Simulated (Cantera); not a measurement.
An adiabatic, constant-pressure homogeneous reactor starts with H2 : O2 : N2 = 1 : 0.725 : 2.72 (molar parts), at 1375 K and 9.50 bar. Integrator tolerance rtol = 1e-08.

Computed with Cantera and the H2/O2 subset of GRI-Mech 3.0, which has no nitrogen chemistry. The hydrogen kinetics of GRI-Mech 3.0 are dated; newer H2 mechanisms differ, most at raised pressure.

Problem. What does this change do: initial temperature 1375 to 1498 K?

Solution. 
```
quantity                                                            before                                    after
---------------------------------  ---------------------------------------  ---------------------------------------
time of steepest temperature rise                                  2.87 µs                                  1.58 µs
temperature at 1.00 s                                               2785 K                                   2857 K
equilibrium temperature                                             2785 K                                   2857 K
x(H2) at 1.00 s                    0.00677 (gas-phase equilibrium 0.00677)  0.00873 (gas-phase equilibrium 0.00873)
x(O2) at 1.00 s                      0.0533 (gas-phase equilibrium 0.0533)    0.0529 (gas-phase equilibrium 0.0529)
x(HO2) at 1.00 s                   2.67e-5 (gas-phase equilibrium 2.67e-5)  3.03e-5 (gas-phase equilibrium 3.03e-5)
x(OH) at 1.00 s                      0.0199 (gas-phase equilibrium 0.0199)    0.0234 (gas-phase equilibrium 0.0234)
x(H) at 1.00 s                     0.00209 (gas-phase equilibrium 0.00209)  0.00304 (gas-phase equilibrium 0.00304)
x(H2O2) at 1.00 s                  2.03e-6 (gas-phase equilibrium 2.03e-6)  2.23e-6 (gas-phase equilibrium 2.23e-6)
```

Problem. What does this change do: pressure from 9.50 bar to 0.800 bar?

Solution. 
| quantity | before | after |
|---|---|---|
| time of steepest temperature rise | 2.87 µs | 25.9 µs |
| temperature at 1.00 s | 2785 K | 2660 K |
| equilibrium temperature | 2785 K | 2660 K |
| x(H2) at 1.00 s | 0.00677 (gas-phase equilibrium 0.00677) | 0.0131 (gas-phase equilibrium 0.0131) |
| x(O2) at 1.00 s | 0.0533 (gas-phase equilibrium 0.0533) | 0.0535 (gas-phase equilibrium 0.0535) |
| x(HO2) at 1.00 s | 2.67e-5 (gas-phase equilibrium 2.67e-5) | 1.06e-5 (gas-phase equilibrium 1.06e-5) |
| x(OH) at 1.00 s | 0.0199 (gas-phase equilibrium 0.0199) | 0.0258 (gas-phase equilibrium 0.0258) |
| x(H) at 1.00 s | 0.00209 (gas-phase equilibrium 0.00209) | 0.00628 (gas-phase equilibrium 0.00628) |
| x(H2O2) at 1.00 s | 2.03e-6 (gas-phase equilibrium 2.03e-6) | 4.41e-7 (gas-phase equilibrium 4.41e-7) |

Problem. What does this change do: O2 0.725 to 0.26 parts?

Solution. 
```csv
quantity,before,after
time of steepest temperature rise,2.87 µs,5.49 µs
temperature at 1.00 s,2785 K,2300 K
equilibrium temperature,2785 K,2300 K
x(H2) at 1.00 s,0.00677 (gas-phase equilibrium 0.00677),0.128 (gas-phase equilibrium 0.128)
x(O2) at 1.00 s,0.0533 (gas-phase equilibrium 0.0533),5.44e-7 (gas-phase equilibrium 5.44e-7)
x(HO2) at 1.00 s,2.67e-5 (gas-phase equilibrium 2.67e-5),1.09e-9 (gas-phase equilibrium 1.09e-9)
x(OH) at 1.00 s,0.0199 (gas-phase equilibrium 0.0199),0.000199 (gas-phase equilibrium 0.000199)
x(H) at 1.00 s,0.00209 (gas-phase equilibrium 0.00209),0.00114 (gas-phase equilibrium 0.00114)
x(H2O2) at 1.00 s,2.03e-6 (gas-phase equilibrium 2.03e-6),1.40e-9 (gas-phase equilibrium 1.40e-9)
```
